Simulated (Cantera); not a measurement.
Cantera with NASA thermochemical tables; ideal gases at 1 bar, condensed phases pure. Values are per mole of reaction as written; species without (g) are pure solids or liquids, kept so even where they would boil at 1 bar.

Mg + SO₃(g) = SO₂(g) + MgO

```
T (K)  ΔH° (kJ)  ΔS° (J/K)  ΔG° (kJ)  log10 K
-----  --------  ---------  --------  -------
423      -502.1      -13.5    -496.4    61.30
473      -502.0      -13.3    -495.7    54.74
523      -501.9      -13.1    -495.1    49.44
573      -501.8      -12.9    -494.4    45.07
623      -501.8      -12.8    -493.8    41.40
673         ___        ___       ___      ___
723      -501.7      -12.8    -492.5    35.58
773      -501.8      -12.8    -491.8    33.24
823      -501.8      -12.9    -491.2    31.18
873         ___        ___       ___      ___
923      -502.0      -13.1    -489.9    27.72
```

### Question
What belongs in the gaps?

### Answer

- 673, ΔH° (kJ): -501.7
- 673, ΔS° (J/K): -12.8
- 673, ΔG° (kJ): -493.1
- 673, log10 K: 38.27
- 873, ΔH° (kJ): -501.9
- 873, ΔS° (J/K): -13.0
- 873, ΔG° (kJ): -490.6
- 873, log10 K: 29.35
